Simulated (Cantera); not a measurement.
Ignition delay

Mixture: 14.5 % CH₃OH, 15.5 % O₂, 70.0 % N₂, equivalence ratio 1.4, at 1350 Torr, adiabatic and at constant pressure. Ignition delay is the time to a rise of 400 K.

Cantera simulation using GRI-Mech 3.0 (53 species, 325 reactions); the numbers are that mechanism's predictions, not measurements. GRI-Mech 3.0 was tuned for natural gas; its chemistry of methanol as a main component is partial and can be far from experiment.

```
T0 (K)  delay (ms)
------  ----------
1200          5.52
1250          2.51
1300          1.22
1350         0.633
1400         0.349
1450         0.203
1500         0.124
```

```json
{
 "apparent activation energy between 1400 and 1500 K": "180 kJ/mol"
}
```
